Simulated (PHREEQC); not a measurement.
# Brine

Solution (25 °C and 300 atm): 4.1 mol/kgw NaBr and 0.046 mol/kgw Na2B4O7. Closed to the air; pH follows from the charge balance.

Model: Pitzer model, pitzer.dat, run in PHREEQC.

Each row changes one thing in this solution. No solid was allowed to form.

```tsv
case	pH	ionic strength (mol/kgw)	B(OH)4- (mol/kgw)	B(OH)3 (mol/kgw)	B4O5(OH)4-2 (mol/kgw)	B3O3(OH)4- (mol/kgw)
as made	8.77	4.21	0.0478	0.0413	0.0188	0.00651
Na2B4O7 from 0.046 to 0.0092 mol/kgw	8.72	4.12	0.0172	0.0168	0.000406	0.000391
NaBr from 4.1 to 2.05 mol/kgw	8.74	2.16	0.0548	0.0446	0.0135	0.0102
diluted 10-fold with water	8.73	0.419	0.00911	0.00907	5.16e-6	6.70e-5
diluted 2-fold with water	8.70	2.10	0.0361	0.0325	0.00314	0.00360
NaBr from 4.1 to 0.41 mol/kgw	8.83	0.510	0.0628	0.0490	0.00769	0.0138
```

In brines, pH and single-ion activities rest on the MacInnes convention. Under pressure, the constants of complexes without a molar volume in the database are unreliable.
